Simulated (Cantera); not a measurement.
Charge: 1 mol CH3SiH3, 0.19 mol C2H2, 190 mol H2, equilibrated at 240 Pa.

Method: chemical equilibrium by Gibbs-energy minimisation in Cantera with the NASA 1993 tables (ideal gas, pure condensed phases). Candidate condensed phases: C, C6H6, C7H8, C8H18, Si, SiC; 87 gas species. The feed counts by its element totals alone. Gases not in the tables: Si2H6 and higher silanes. The numbers say what is thermodynamically allowed, not how fast it happens.

x: gas mole fraction; n: condensed amount in mol.

| T (K) | x H2 | x H | x Si | x C2H2 (acetylene) | x SiC2 | x Si2C | n C(graphite) | n SiC(s) |
|---|---|---|---|---|---|---|---|---|
| 1798 | 0.993 | 0.00716 | 3.07e-5 | 0.000171 | 4.42e-7 | 3.22e-7 | 0.320 | 0.993 |
| 1848 | 0.989 | 0.0108 | 7.80e-5 | 0.000255 | 1.49e-6 | 1.06e-6 | 0.297 | 0.983 |
| 1898 | 0.984 | 0.0158 | 0.000189 | 0.000370 | 4.72e-6 | 3.28e-6 | 0.274 | 0.959 |
| 1948 | 0.976 | 0.0228 | 0.000436 | 0.000526 | 1.41e-5 | 9.52e-6 | 0.262 | 0.904 |
| 1998 | 0.966 | ? | ? | ? | ? | ? | ? | ? |
| 2048 | 0.952 | ? | ? | ? | ? | ? | ? | ? |
| 2098 | 0.933 | 0.0607 | 0.00421 | 0.00133 | 0.000269 | 0.000171 | 0.695 | 0.00778 |
| 2148 | 0.912 | 0.0813 | 0.00428 | 0.00175 | 0.000336 | 0.000107 | 0.512 | 0 |

### Question
Some entries are withheld; supply them.

### Answer

- 2048, x H: 0.0446
- 2048, x Si: 0.00205
- 2048, x C2H2 (acetylene): 0.000998
- 2048, x SiC2: 0.000106
- 2048, x Si2C: 6.86e-5
- 2048, n C(graphite): 0.397
- 2048, n SiC(s): 0.531
- 1998, x H: 0.0322
- 1998, x Si: 0.000964
- 1998, x C2H2 (acetylene): 0.000732
- 1998, x SiC2: 3.96e-5
- 1998, x Si2C: 2.62e-5
- 1998, n C(graphite): 0.286
- 1998, n SiC(s): 0.785
